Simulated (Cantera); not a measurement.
Input: 1 mol Si, 1.1 mol Cl₂, 3.2 mol NF₃, held at 1023 K and 10.0 mbar.

Equilibrium computed with Cantera from the NASA thermochemical tables; the gas is ideal and each condensed phase is pure. Candidate condensed phases: Si, Si₃N₄; 24 gas species. The numbers say what is thermodynamically allowed, not how fast it happens.

Base state: F 0.312, ClF 0.286, N₂ 0.208, SiF₄ 0.130, F₂ 0.0647, NF₃ 2.16e-5 (mole fractions); condensed: gas only.

What changes in the equilibrium state with this change: NF₃ from 3.2 to 0.55 mol?


| species | before | after |
|---|---|---|
| SiCl₄ | <1e-9 | 0.453 |
| SiF₄ | 0.130 | 0.340 |
| N₂ | 0.208 | 0.206 |
| F | 0.312 | <1e-9 |
| ClF | 0.286 | <1e-9 |
| F₂ | 0.0647 | <1e-9 |
| SiCl₃ | <1e-9 | 0.000696 |
| SiF₃ | <1e-9 | 6.55e-5 |
| SiCl₂ | <1e-9 | 2.26e-5 |
| Si₃N₄(s), mol | 0 | 0.0124 |
The tables' values for SiCl₃, SiF₃ are old estimates; treat these amounts as uncertain.
